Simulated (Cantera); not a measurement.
A closed system holds: 1 mol Si₃N₄, 0.65 mol C, 0.025 mol H₂, held at 2475 K and 13300 Pa.

Cantera equilibrium calculation (NASA polynomials, part measured and part estimated; ideal gas, pure solids and liquids). Candidate condensed phases: C, C₆H₆, C₇H₈, C₈H₁₈, Si, SiC, Si₃N₄; 105 gas species. Mutual solubility and eutectic melting of coexisting phases are not modelled. The tables' values for SiN are old estimates; treat these amounts as uncertain. Kinetics and transport are ignored.

Base state: N₂ 0.948, Si 0.0295, H₂ 0.00820, H 0.00558, Si₂C 0.00395, HCN 0.00132, SiN 0.00110, Si₂N 0.000989 (mole fractions); condensed: Si(l) + SiC(s).

What changes in the equilibrium state with this change: temperature from 2475 K to 2575 K?


```json
[
 {"species": "N₂", "before": "0.948", "after": "0.904"},
 {"species": "Si", "before": "0.0295", "after": "0.0614"},
 {"species": "Si₂C", "before": "0.00395", "after": "0.0106"},
 {"species": "SiC₂", "before": "0.000362", "after": "0.00159"},
 {"species": "SiC", "before": "2.68e-6", "after": "1.16e-5"},
 {"species": "CN", "before": "5.03e-5", "after": "0.000140"},
 {"species": "Si(l), mol", "before": "2.27", "after": "2.18"},
 {"species": "SiC(s), mol", "before": "0.637", "after": "0.615"}
]
```
